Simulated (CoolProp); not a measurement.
A closed Brayton cycle with nitrogen: compressor inlet 322.15 K and 1 MPa, high pressure 2.87 MPa, turbine inlet 840 K, compressor efficiency 0.89, turbine efficiency 0.85, recuperator effectiveness 0.95 (on enthalpy, no pinch check). Each further row changes one setting.

Values from CoolProp's reference Helmholtz-energy equation of state, Span 2000.

| case | thermal efficiency (%) | net work (kJ/kg) | compressor to turbine work | compressor exit (K) | turbine exit (K) |
|---|---|---|---|---|---|
| as stated | 30.3 | 63.3 | 0.68 | 449.5 | 664.5 |
| turbine inlet 790 K | 26.4 | 51.4 | 0.72 | 449.5 | 623.5 |
| compressor inlet 332.15 K | 28.4 | 59.2 | 0.70 | 463.3 | 664.5 |
| high pressure 2.44 MPa | 32.4 | 59.8 | 0.65 | 427.4 | 688.8 |
| recuperator effectiveness 0.5 | 20.3 | 63.3 | 0.68 | 449.5 | 664.5 |
